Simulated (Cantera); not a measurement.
Cantera with NASA thermochemical tables; ideal gases at 1 bar, condensed phases pure. Values are per mole of reaction as written; species without (g) are pure solids or liquids, kept so even where they would boil at 1 bar.

Al2O(g) + C ⇌ 2 Al(g) + CO(g)

```json
[
 {"T (K)": "300", "ΔH° (kJ)": "(withheld)", "ΔS° (J/K)": "(withheld)", "ΔG° (kJ)": "(withheld)", "log10 K": "(withheld)"},
 {"T (K)": "1073", "ΔH° (kJ)": "692.1", "ΔS° (J/K)": "267.9", "ΔG° (kJ)": "404.6", "log10 K": "-19.69"},
 {"T (K)": "1173", "ΔH° (kJ)": "(withheld)", "ΔS° (J/K)": "(withheld)", "ΔG° (kJ)": "(withheld)", "log10 K": "(withheld)"},
 {"T (K)": "1273", "ΔH° (kJ)": "690.5", "ΔS° (J/K)": "266.6", "ΔG° (kJ)": "351.1", "log10 K": "-14.41"},
 {"T (K)": "1373", "ΔH° (kJ)": "689.7", "ΔS° (J/K)": "266.0", "ΔG° (kJ)": "324.5", "log10 K": "-12.34"},
 {"T (K)": "1473", "ΔH° (kJ)": "688.8", "ΔS° (J/K)": "265.4", "ΔG° (kJ)": "297.9", "log10 K": "-10.56"},
 {"T (K)": "1573", "ΔH° (kJ)": "687.9", "ΔS° (J/K)": "264.8", "ΔG° (kJ)": "271.4", "log10 K": "-9.01"},
 {"T (K)": "1673", "ΔH° (kJ)": "(withheld)", "ΔS° (J/K)": "(withheld)", "ΔG° (kJ)": "(withheld)", "log10 K": "(withheld)"},
 {"T (K)": "1773", "ΔH° (kJ)": "686.2", "ΔS° (J/K)": "263.7", "ΔG° (kJ)": "218.6", "log10 K": "-6.44"},
 {"T (K)": "1873", "ΔH° (kJ)": "685.3", "ΔS° (J/K)": "263.2", "ΔG° (kJ)": "192.2", "log10 K": "-5.36"}
]
```

**Question.** Fill in the missing entries.

**Answer.** 
- 300, ΔH° (kJ): 694.1
- 300, ΔS° (J/K): 268.8
- 300, ΔG° (kJ): 613.4
- 300, log10 K: -106.81
- 1173, ΔH° (kJ): 691.3
- 1173, ΔS° (J/K): 267.3
- 1173, ΔG° (kJ): 377.8
- 1173, log10 K: -16.82
- 1673, ΔH° (kJ): 687.1
- 1673, ΔS° (J/K): 264.2
- 1673, ΔG° (kJ): 245.0
- 1673, log10 K: -7.65
